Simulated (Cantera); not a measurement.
Feed: 1 mol TEOS, 8.2 mol NO, 1.3 mol N2, equilibrated at 1.00 bar.

Cantera equilibrium calculation (NASA polynomials, part measured and part estimated; ideal gas, pure solids and liquids). Candidate condensed phases: C, C6H6, C7H8, C8H18, H2O, Si, SiC, SiO2, Si2N2O, Si3N4; 151 gas species. The feed counts by its element totals alone. Equilibrium is a limit: real reactors are often held back by kinetics, nucleation or transport.

Question: At 700 K, list the 5 most abundant gas species with their mole fractions, and the condensed phases.

Answer: N2 0.328, H2O 0.295, CO2 0.160, H2 0.109, CH4 0.102. Condensed: C(graphite) + SiO2(α-quartz).
